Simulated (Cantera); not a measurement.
Input: 1 mol Fe₃O₄, a varied amount of CH₄, 0.32 mol CO, held at 948 K and 75.0 Torr.

These are equilibrium values from Cantera (NASA tables, ideal gas, pure condensed phases), not measurements of a reactor. Candidate condensed phases: C, C₆H₆, C₇H₈, C₈H₁₈, Fe, Fe(CO)₅, FeO, Fe(OH)₂, Fe(OH)₃, Fe₂O₃, Fe₃O₄, H₂O; 114 gas species. The tables' stoichiometric FeO is somewhat more stable than real wüstite, so its field is too wide. FeO: taken at fixed stoichiometry. The numbers say what is thermodynamically allowed, not how fast it happens.

At 1.1 mol CH₄, list the 5 most abundant gas species with their mole fractions, and the condensed phases.

H₂ 0.525, CO 0.306, CO₂ 0.0861, H₂O 0.0818, CH₄ 0.000901. Condensed: Fe(α) + FeO(s).
